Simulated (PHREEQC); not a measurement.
A solution holds 0.032 mol NaH2PO4 and 0.0045 mol KOH per kg of water, at 20 °C. Closed to the air; pH follows from the charge balance.

Equilibrium calculation in PHREEQC: ion-association model, wateq4f.dat.

The ionic strength comes out as 0.0407 mol/kgw. What activity coefficients do Na+, HPO4-2, H2PO4-, NaHPO4-, KHPO4- get?

Na+ 0.84, HPO4-2 0.49, H2PO4- 0.84, NaHPO4- 0.84, KHPO4- 0.84.

This is a speciation only: nothing precipitates in the calculation. H3PO4, which wateq4f.dat lacks, is added to it with the constant of phreeqc.dat.
